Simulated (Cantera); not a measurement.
## borazine + H₂O (boron, boron nitride and boron oxide)

A closed system holds: 1 mol borazine, 7.7 mol H₂O, at 41000 Pa.

Method: chemical equilibrium by Gibbs-energy minimisation in Cantera with the NASA 1993 tables (ideal gas, pure condensed phases). Candidate condensed phases: B, BN, B₂O₃, B₃O₃H₃, H₂O; 39 gas species. The feed counts by its element totals alone. Gases not in the tables: H₃BO₃. Equilibrium is a limit: real reactors are often held back by kinetics, nucleation or transport.

From 1325 K to 1825 K the condensed part is B₂O₃(l). From 1925 K to 2125 K nothing is condensed.

```csv
T (K),x H₂,x H₂O,x HBO₂,x N₂,x B₂O₃,n B₂O₃(l)
1325,0.614,0.259,0.00329,0.123,8.94e-7,1.47
1425,0.612,0.256,0.00949,0.122,1.05e-5,1.43
1525,0.608,0.247,0.0234,0.122,8.75e-5,1.35
1625,0.599,0.230,0.0502,0.120,0.000555,1.17
1725,0.583,0.202,0.0946,0.117,0.00281,0.850
1825,0.557,0.161,0.157,0.112,0.0118,0.278
1925,0.544,0.147,0.177,0.109,0.0196,0
2025,0.542,0.149,0.172,0.109,0.0214,0
2125,0.539,0.152,0.167,0.109,0.0230,0
```
x: gas mole fraction; n: condensed amount in mol.
